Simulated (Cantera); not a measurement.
Feed: 1 mol n-butane, 2.3 mol NH3, 0.81 mol N2, at 750 Torr.

Equilibrium computed with Cantera from the NASA thermochemical tables; the gas is ideal and each condensed phase is pure. Candidate condensed phases: C, C6H6, C7H8, C8H18; 92 gas species. Rates play no part. All values below are at 1048 K.

Base state: H2 0.770, N2 0.195, CH4 0.0347, NH3 0.000128 (mole fractions); condensed: C(graphite).

**Question.** What changes in the equilibrium state with this change: N2 from 0.81 to 38 mol?

**Answer.** 
| species | before | after |
|---|---|---|
| N2 | 0.195 | 0.824 |
| H2 | 0.770 | 0.174 |
| CH4 | 0.0347 | 0.00177 |
| NH3 | 0.000128 | 2.83e-5 |
| C(graphite), mol | 3.65 | 3.92 |
